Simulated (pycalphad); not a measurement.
An equivalent pycalphad script:

```python
from pycalphad import Database, equilibrium, calculate, variables as v
import numpy as np
db = Database('COST507.tdb')
comps = ['SN', 'SI', 'VA']
phases = ['BCT_A5', 'DIAMOND_A4', 'LIQUID']
eq = equilibrium(db, comps, phases, {v.X('SI'): 0.0092, v.T: np.arange(1400, 499, -25), v.P: 101325, v.N: 1}, output=['HM', 'SM'])
```

CALPHAD calculation (pycalphad, COST 507 light-alloy database (1999)), 1 atm. The database dates from 1999; later assessments differ in places, in temperatures and in the compounds included. Amounts are mole fractions of atoms.

Results at three of the temperatures:

```
T = 1100.00 K, P = 101325 Pa, N = 1 mol of atoms
G = -82392 J/mol, H = 30568 J/mol, S = 102.69 J/(mol K)  (SER reference)
chemical potentials (J/mol): Sn -82830, Si -35242
phase             fraction      x(Sn)      x(Si)
LIQUID              0.9993     0.9915     0.0085
DIAMOND_A4          0.0007   4.19e-07     1.0000
```

```
T = 925.00 K, P = 101325 Pa, N = 1 mol of atoms
G = -64893 J/mol, H = 25064 J/mol, S = 97.25 J/(mol K)  (SER reference)
chemical potentials (J/mol): Sn -65246, Si -26908
phase             fraction      x(Sn)      x(Si)
LIQUID              0.9924     0.9984     0.0016
DIAMOND_A4          0.0076    4.4e-07     1.0000
```

```
T = 800.00 K, P = 101325 Pa, N = 1 mol of atoms
G = -52997 J/mol, H = 21412 J/mol, S = 93.01 J/(mol K)  (SER reference)
chemical potentials (J/mol): Sn -53290, Si -21475
phase             fraction      x(Sn)      x(Si)
LIQUID              0.9911     0.9997   0.000333
DIAMOND_A4          0.0089   4.22e-07     1.0000
```

Changes of the phase set, refined by bisection:

```json
[
 {"T (°C)": "836.9", "phases above": "liquid", "phases below": "diamond (Si) + liquid"},
 {"T (°C)": "231.9", "phases above": "diamond (Si) + liquid", "phases below": "bct (Sn) + diamond (Si)"}
]
```

DIAMOND_A4 is diamond (Si).
